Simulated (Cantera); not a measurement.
A closed system holds: 1 mol Si, a varied amount of NF3, equilibrated at 252 °C and 120 Pa.

Cantera equilibrium calculation (NASA polynomials, part measured and part estimated; ideal gas, pure solids and liquids). Candidate condensed phases: Si, Si3N4; 16 gas species. The numbers say what is thermodynamically allowed, not how fast it happens.

**Question.** Which condensed phases are stable at each of these points (n(NF3) (mol)): 0.51, 0.58, 0.66, 0.75, 0.86, 0.97, 1.1, 1.3, 1.4, 1.6, 1.9, 2.1?

**Answer.** 
| n(NF3) (mol) | condensed phases | Si condensed (%) |
|---|---|---|
| 0.51 | Si(s) + Si3N4(s) | 61.7 |
| 0.58 | Si(s) + Si3N4(s) | 56.5 |
| 0.66 | Si(s) + Si3N4(s) | 50.5 |
| 0.75 | Si3N4(s) | 43.7 |
| 0.86 | Si3N4(s) | 35.5 |
| 0.97 | Si3N4(s) | 27.2 |
| 1.1 | Si3N4(s) | 17.5 |
| 1.3 | Si3N4(s) | 2.5 |
| 1.4 | gas only | 0.0 |
| 1.6 | gas only | 0.0 |
| 1.9 | gas only | 0.0 |
| 2.1 | gas only | 0.0 |

From 0.51 mol NF3 to 0.66 mol NF3 the condensed part is Si(s) + Si3N4(s). From 0.75 mol NF3 to 1.3 mol NF3 the condensed part is Si3N4(s). From 1.4 mol NF3 to 2.1 mol NF3 nothing is condensed.
